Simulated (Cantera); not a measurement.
# Hydrocarbon pyrolysis for carbon deposition

An isothermal, constant-pressure homogeneous reactor starts with CH₄ : N₂ = 1 : 140 (molar parts), at 2023 K and 1330 Pa.

Model: GRI-Mech 3.0 (53 species, 325 reactions), integrated in Cantera. GRI-Mech 3.0 stops at C3 and has no aromatics, soot or wall deposition, so with more carbon than oxygen in the feed, carbon stays in small species such as C2H2 where larger ones or solid carbon would form. Radical loss at walls, strong at low pressure, is not modelled.

```tsv
t (s)	x CH₄	x CH₂	x CH₃	x C₂H₂	x HCN	x H	x C₂H
8.00e-6	0.00709	<1e-12	4.55e-7	<1e-12	<1e-12	4.35e-7	<1e-12
3.60e-5	0.00709	2.11e-11	2.19e-6	<1e-12	<1e-12	1.81e-6	<1e-12
0.000162	0.00708	1.57e-9	1.21e-5	4.36e-12	3.53e-12	5.89e-6	<1e-12
0.000727	0.00702	7.11e-8	7.07e-5	3.82e-9	1.95e-10	9.71e-6	<1e-12
0.00327	0.00673	1.04e-6	0.000337	2.12e-6	1.71e-8	1.32e-5	7.30e-10
0.0147	0.00464	7.17e-6	0.000979	0.000471	2.41e-6	7.57e-5	2.94e-7
0.0660	0.000600	5.04e-6	0.000243	0.00305	5.64e-5	0.000214	1.42e-6
0.297	2.59e-5	6.40e-7	1.63e-5	0.00342	0.000160	0.000333	2.23e-6
1.33	2.11e-7	1.06e-8	1.82e-7	0.00342	0.000191	0.000447	2.99e-6
6.00	1.30e-8	2.21e-9	2.08e-8	0.00342	0.000191	0.000820	5.57e-6
```
x: mole fraction; the columns are a selection and need not sum to one.

Equilibrium at this temperature and pressure: CH₄ 1.69e-9, CH₂ 1.23e-9, CH₃ 5.57e-9, C₂H₂ 9.81e-5, HCN 0.00682, H 0.00164, C₂H 3.32e-7 (gas phase only).
